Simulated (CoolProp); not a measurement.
C3F8 (R218) along the isotherm 166.85 °C: Z from the reference equation and from simpler models built on Tc = 71.9 °C, pc = 2.640 MPa, ω = 0.317; each cubic takes its own stable root.

Values from CoolProp's reference Helmholtz-energy equation of state, Lemmon 2006. It is a short technical equation, of lower accuracy than the large ones.

```json
[
 {"p (MPa)": "0.6", "phase": "gas", "reference": "0.9693", "van der Waals": "0.9624", "Redlich-Kwong": "0.9622", "Peng-Robinson": "0.9633"},
 {"p (MPa)": "1.2", "phase": "gas", "reference": "0.9379", "van der Waals": "0.9230", "Redlich-Kwong": "0.9238", "Peng-Robinson": "0.9273"},
 {"p (MPa)": "1.8", "phase": "gas", "reference": "0.9057", "van der Waals": "0.8814", "Redlich-Kwong": "0.8848", "Peng-Robinson": "0.8923"},
 {"p (MPa)": "2.4", "phase": "gas", "reference": "0.8732", "van der Waals": "0.8375", "Redlich-Kwong": "0.8456", "Peng-Robinson": "0.8586"},
 {"p (MPa)": "3", "phase": "supercritical", "reference": "0.8407", "van der Waals": "0.7913", "Redlich-Kwong": "0.8066", "Peng-Robinson": "0.8267"},
 {"p (MPa)": "3.6", "phase": "supercritical", "reference": "0.8090", "van der Waals": "0.7434", "Redlich-Kwong": "0.7685", "Peng-Robinson": "0.7972"},
 {"p (MPa)": "4.2", "phase": "supercritical", "reference": "0.7792", "van der Waals": "0.6957", "Redlich-Kwong": "0.7326", "Peng-Robinson": "0.7706"},
 {"p (MPa)": "4.8", "phase": "supercritical", "reference": "0.7523", "van der Waals": "0.6532", "Redlich-Kwong": "0.7006", "Peng-Robinson": "0.7476"},
 {"p (MPa)": "5.4", "phase": "supercritical", "reference": "0.7293", "van der Waals": "0.6228", "Redlich-Kwong": "0.6742", "Peng-Robinson": "0.7286"},
 {"p (MPa)": "6", "phase": "supercritical", "reference": "0.7109", "van der Waals": "0.6087", "Redlich-Kwong": "0.6549", "Peng-Robinson": "0.7140"},
 {"p (MPa)": "6.6", "phase": "supercritical", "reference": "0.6975", "van der Waals": "0.6085", "Redlich-Kwong": "0.6431", "Peng-Robinson": "0.7038"}
]
```
